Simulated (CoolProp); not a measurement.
Vapour-liquid equilibrium of R152A (1) + isobutane (2) at -19.25 °C; x and y are mole fractions of (1).

Model: multi-fluid Helmholtz-energy mixture model, Outcalt 1996 and Bücker 2006; pair parameters Bell 2016, in CoolProp.

Problem. Give the bubble pressure and the first vapour's composition at x = 0.2, 0.65, 0.95. Is there an azeotrope?

Solution. x = 0.2: 0.1255 MPa, y = 0.489; x = 0.65: 0.1490 MPa, y = 0.676; x = 0.95: 0.1354 MPa, y = 0.882. y crosses x between x = 0.65 and 0.8: the model has an azeotrope there.

The pair parameters rest on a limited set of measurements; away from them the model extrapolates. With so large a gap from Raoult's law the liquid may split in two, which this calculation doesn't test in full.
